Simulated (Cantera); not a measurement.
Feed: 1 mol BN, 4.8 mol NF₃, a varied amount of H₂, held at 1123.15 K and 13300 Pa.

Cantera equilibrium calculation (NASA polynomials, part measured and part estimated; ideal gas, pure solids and liquids). Candidate condensed phases: B, BN; 31 gas species. Rates play no part.

x: gas mole fraction; nothing condenses.

```json
[
 {"n(H₂) (mol)": "3.8", "x H₂": "<1e-12", "x HF": "0.519", "x N₂": "0.198", "x F": "0.169", "x BF₃": "0.0683", "x F₂": "0.0450"},
 {"n(H₂) (mol)": "4.9", "x H₂": "<1e-12", "x HF": "0.648", "x N₂": "0.192", "x F": "0.0837", "x BF₃": "0.0661", "x F₂": "0.0110"},
 {"n(H₂) (mol)": "6.2", "x H₂": "…", "x HF": "…", "x N₂": "0.184", "x F": "<1e-12", "x BF₃": "0.0633", "x F₂": "<1e-12"},
 {"n(H₂) (mol)": "8", "x H₂": "0.131", "x HF": "0.648", "x N₂": "0.165", "x F": "<1e-12", "x BF₃": "0.0568", "x F₂": "<1e-12"},
 {"n(H₂) (mol)": "10", "x H₂": "0.219", "x HF": "0.582", "x N₂": "0.148", "x F": "<1e-12", "x BF₃": "0.0510", "x F₂": "<1e-12"},
 {"n(H₂) (mol)": "13", "x H₂": "0.323", "x HF": "0.504", "x N₂": "0.128", "x F": "<1e-12", "x BF₃": "0.0442", "x F₂": "<1e-12"},
 {"n(H₂) (mol)": "17", "x H₂": "0.425", "x HF": "0.429", "x N₂": "0.109", "x F": "<1e-12", "x BF₃": "0.0376", "x F₂": "<1e-12"},
 {"n(H₂) (mol)": "21", "x H₂": "…", "x HF": "…", "x N₂": "…", "x F": "<1e-12", "x BF₃": "…", "x F₂": "<1e-12"},
 {"n(H₂) (mol)": "27", "x H₂": "0.582", "x HF": "0.311", "x N₂": "0.0792", "x F": "<1e-12", "x BF₃": "0.0273", "x F₂": "<1e-12"},
 {"n(H₂) (mol)": "34", "x H₂": "0.649", "x HF": "0.261", "x N₂": "0.0665", "x F": "<1e-12", "x BF₃": "0.0229", "x F₂": "<1e-12"},
 {"n(H₂) (mol)": "44", "x H₂": "0.715", "x HF": "0.213", "x N₂": "0.0541", "x F": "<1e-12", "x BF₃": "0.0187", "x F₂": "<1e-12"},
 {"n(H₂) (mol)": "56", "x H₂": "0.767", "x HF": "0.174", "x N₂": "0.0442", "x F": "<1e-12", "x BF₃": "0.0152", "x F₂": "<1e-12"},
 {"n(H₂) (mol)": "72", "x H₂": "0.812", "x HF": "0.140", "x N₂": "0.0355", "x F": "<1e-12", "x BF₃": "0.0123", "x F₂": "<1e-12"}
]
```

Problem. Fill in the missing entries.

Solution. 
- 21, x H₂: 0.500
- 21, x HF: 0.373
- 21, x N₂: 0.0948
- 21, x BF₃: 0.0327
- 6.2, x H₂: 0.0316
- 6.2, x HF: 0.722
